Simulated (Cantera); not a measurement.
Feed: 1 mol CHF3, 0.13 mol CH4, 15 mol H2, at 1.00 bar.

Equilibrium computed with Cantera from the NASA thermochemical tables; the gas is ideal and each condensed phase is pure. Candidate condensed phases: C, C6H6, C7H8, C8H18; 95 gas species. The numbers say what is thermodynamically allowed, not how fast it happens.

What share of the C ends up in condensed phases as a function of T (K), at 2498, 2548, 2598, 2648, 2698, 2748, 2798, 2848, 2898, 2948?


```tsv
T (K)	C condensed (%)	as
2498	73.0	C(graphite)
2548	67.0	C(graphite)
2598	59.9	C(graphite)
2648	51.7	C(graphite)
2698	42.2	C(graphite)
2748	31.3	C(graphite)
2798	18.9	C(graphite)
2848	4.9	C(graphite)
2898	0.0	-
2948	0.0	-
```
